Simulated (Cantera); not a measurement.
An isothermal, constant-pressure homogeneous reactor starts with N₂O : H₂O = 1 : 0.07 (molar parts), at 1448 K and 90.0 Torr.

Model: GRI-Mech 3.0 (53 species, 325 reactions), integrated in Cantera. GRI-Mech 3.0 was tuned for natural gas; its chemistry of N2O as a main component is partial and can be far from experiment. The temperature is held fixed by assumption; the heat of reaction is taken as removed at once.

x: mole fraction; the columns are a selection and need not sum to one.

| t (s) | x N₂O | x H₂O | x NO₂ | x NO | x O₂ | x H |
|---|---|---|---|---|---|---|
| 7.00e-5 | 0.934 | 0.0654 | 1.40e-9 | 4.19e-5 | 7.39e-5 | ___ |
| 0.000165 | 0.934 | 0.0654 | 6.12e-8 | 0.000122 | 0.000218 | ___ |
| 0.000387 | 0.932 | 0.0653 | 1.58e-6 | 0.000311 | 0.000575 | ___ |
| 0.000910 | 0.929 | 0.0652 | 1.65e-5 | 0.000742 | 0.00148 | 2.01e-7 |
| 0.00214 | 0.921 | 0.0650 | 7.98e-5 | 0.00172 | 0.00364 | 2.18e-7 |
| 0.00503 | 0.902 | 0.0646 | 0.000252 | 0.00393 | 0.00864 | 2.21e-7 |
| 0.0118 | 0.861 | 0.0637 | 0.000536 | 0.00889 | 0.0199 | 2.17e-7 |
| 0.0278 | 0.775 | 0.0617 | 0.000776 | 0.0194 | 0.0439 | 2.20e-7 |
| 0.0654 | 0.613 | 0.0581 | 0.000794 | 0.0391 | 0.0892 | ___ |
| 0.154 | 0.374 | 0.0528 | 0.000567 | 0.0677 | 0.157 | ___ |
| 0.362 | 0.137 | 0.0475 | 0.000280 | 0.0944 | 0.224 | ___ |
| 0.851 | 0.0200 | 0.0450 | 0.000152 | 0.105 | 0.259 | ___ |
| 2.00 | 0.000826 | 0.0446 | 0.000221 | 0.106 | 0.265 | ___ |

Problem. What belongs in the gaps?

Solution. 
- 7.00e-5, x H: 2.15e-8
- 0.000165, x H: 6.54e-8
- 0.000387, x H: 1.42e-7
- 0.0654, x H: 2.40e-7
- 0.154, x H: 2.91e-7
- 0.362, x H: 3.60e-7
- 0.851, x H: 2.20e-7
- 2.00, x H: 2.14e-8
